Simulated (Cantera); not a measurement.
A Cantera script and its output.

```python
import numpy as np
import cantera as ct

gas = ct.Solution("gri30.yaml")
gas.TPX = 1373, 160000, {'CH4': 1, 'H2': 0.29, 'O2': 2.9, 'N2': 15.4}
reactor = ct.IdealGasConstPressureReactor(gas, energy="on", clone=False)
net = ct.ReactorNet([reactor])
net.rtol, net.atol = 1e-08, 1e-16
show = ['CH4', 'H2', 'O2', 'NO', 'N2O', 'C2H6', 'CO2']
times = np.geomspace(3e-06, 1, 12)

steps = ct.SolutionArray(gas, extra=["t"])
rows = []
print(f"{'t/s':>10s}{'T/K':>9s}{'P/Pa':>11s}" + "".join(f"{s:>11s}" for s in show))
for t in times:
    while net.time < t:
        t_next = net.step()
        steps.append(gas.state, t=t_next)
    rows.append([np.interp(t, steps.t, y) for y in (steps.T, steps.P, *steps(*show).X.T)])
    print(f"{t:10.3e}{rows[-1][0]:9.1f}{rows[-1][1]:11.4g}" + "".join(f"{x:11.3e}" for x in rows[-1][2:]))
rate = np.gradient(steps.T, steps.t)
print("integrator steps:", len(steps.t))
if steps.T.max() > steps.T[0] + 200:
    print(f"time of steepest temperature rise: {steps.t[rate.argmax()]:.4e} s")
gas.TPX = 1373, 160000, {'CH4': 1, 'H2': 0.29, 'O2': 2.9, 'N2': 15.4}
gas.equilibrate("HP")
print(f"equilibrium (HP): T = {gas.T:.1f} K  " + "  ".join(f"{s} {gas[s].X[0]:.3e}" for s in show))
```

Output:

```
       t/s      T/K       P/Pa        CH4         H2         O2         NO        N2O       C2H6        CO2
 3.000e-06   1373.0    1.6e+05  5.105e-02  1.480e-02  1.480e-01  6.067e-18  2.469e-14  1.327e-13  9.185e-15
 9.532e-06   1373.0    1.6e+05  5.105e-02  1.480e-02  1.480e-01  3.902e-17  1.638e-13  6.670e-12  2.183e-13
 3.029e-05   1373.0    1.6e+05  5.105e-02  1.480e-02  1.480e-01  2.599e-16  1.331e-12  3.607e-10  6.794e-12
 9.624e-05   1373.0    1.6e+05  5.104e-02  1.480e-02  1.480e-01  3.645e-15  1.342e-11  4.970e-08  7.373e-10
 3.058e-04   1374.7    1.6e+05  5.059e-02  1.468e-02  1.478e-01  6.957e-13  3.102e-10  8.316e-05  1.369e-06
 9.717e-04   2285.0    1.6e+05  2.251e-17  5.736e-03  4.259e-02  6.825e-05  3.866e-07  3.590e-32  3.787e-02
 3.087e-03   2437.4    1.6e+05  2.770e-18  1.951e-03  3.900e-02  1.003e-03  5.479e-07  1.462e-34  4.621e-02
 9.810e-03   2433.5    1.6e+05  2.755e-18  1.942e-03  3.788e-02  3.326e-03  5.502e-07  1.443e-34  4.625e-02
 3.117e-02   2427.3    1.6e+05  2.728e-18  1.928e-03  3.614e-02  6.927e-03  5.675e-07  1.409e-34  4.630e-02
 9.905e-02   2425.1    1.6e+05  2.719e-18  1.923e-03  3.551e-02  8.238e-03  5.773e-07  1.396e-34  4.632e-02
 3.147e-01   2425.0    1.6e+05  2.718e-18  1.923e-03  3.550e-02  8.256e-03  5.775e-07  1.396e-34  4.632e-02
 1.000e+00   2425.0    1.6e+05  2.718e-18  1.923e-03  3.550e-02  8.256e-03  5.775e-07  1.396e-34  4.632e-02
integrator steps: 1979
time of steepest temperature rise: 8.7481e-04 s
equilibrium (HP): T = 2425.0 K  CH4 3.859e-18  H2 1.923e-03  O2 3.550e-02  NO 8.256e-03  N2O 5.775e-07  C2H6 2.335e-34  CO2 4.632e-02
```

Detailed kinetics in Cantera: GRI-Mech 3.0 (53 species, 325 reactions).
